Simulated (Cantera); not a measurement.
Feed: 1 mol SiCl4, 2.3 mol H2, equilibrated at 0.133 bar.

Equilibrium computed with Cantera from the NASA thermochemical tables; the gas is ideal and each condensed phase is pure. Candidate condensed phases: Si; 19 gas species. The tables' values for SiCl3 are old estimates; treat these amounts as uncertain. Kinetics and transport are ignored. All values below are at 750 °C.

Base state: H2 0.657, SiCl4 0.263, HCl 0.0409, SiHCl3 0.0357, SiCl3 0.00280, SiCl2 0.000632, SiH2Cl2 0.000538 (mole fractions); condensed: gas only.

Question: What changes in the equilibrium state with this change: 0.022 mol CH4 added?

Answer: 
```csv
species,before,after
H2,0.657,0.654
SiCl4,0.263,0.261
HCl,0.0409,0.0554
SiHCl3,0.0357,0.0261
CH4,0,4.96e-5
SiH2Cl2,0.000538,0.000289
SiCl2,0.000632,0.000341
SiCl3,0.00280,0.00206
"SiC(s), mol",0,0.0218
```
Further candidate phases: C, C6H6, C7H8, C8H18, SiC.
